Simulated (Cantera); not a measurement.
Charge: 1 mol Fe, 1.6 mol Cl2, 1.2 mol O2, equilibrated at 1373.15 K.

These are equilibrium values from Cantera (NASA tables, ideal gas, pure condensed phases), not measurements of a reactor. Candidate condensed phases: Fe, FeCl2, FeCl3, FeO, Fe2O3, Fe3O4; 13 gas species. Kinetics and transport are ignored.

Task: What share of the Fe ends up in condensed phases as a function of P (Pa), at 1000, 3200, 10000, 32000, 100000, 320000, 1000000?

Result: 
```
P (Pa)   Fe condensed (%)        as
-------  ----------------  --------
1000                  0.0         -
3200                 10.6  Fe2O3(s)
10000                26.9  Fe2O3(s)
32000                39.8  Fe2O3(s)
100000               49.3  Fe2O3(s)
320000               56.7  Fe2O3(s)
1000000              62.2  Fe2O3(s)
```
